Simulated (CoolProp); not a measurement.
Vapour-liquid equilibrium of R22 (1) + R115 (2) at 0.325 bar; x and y are mole fractions of (1).

The numbers come from the multi-fluid Helmholtz-energy mixture model, Kamei 1995 and Lemmon 2016; pair parameters Bell 2016 in CoolProp.

```csv
x,bubble temperature (K),y at the bubble point,dew temperature at overall composition x (K),liquid density (mol/L)
0.05,209.3,0.151,210.7,10.75
0.125,207.7,0.269,209.6,11.10
0.2,206.9,0.333,208.6,11.45
0.275,206.5,0.375,207.6,11.83
0.35,206.3,0.407,206.7,12.22
0.425,206.3,0.437,206.3,12.65
0.5,206.3,0.469,206.4,13.11
0.575,206.4,0.506,206.8,13.59
0.65,206.7,0.553,207.5,14.11
0.725,207.1,0.611,208.1,14.66
0.8,207.8,0.686,208.8,15.25
0.875,208.7,0.782,209.5,15.87
0.95,209.8,0.903,210.2,16.54
```

y crosses x between x = 0.425 and 0.5: the model has an azeotrope there.

Pair parameters are fitted to limited data, so mixtures are less certain than the pure fluids.
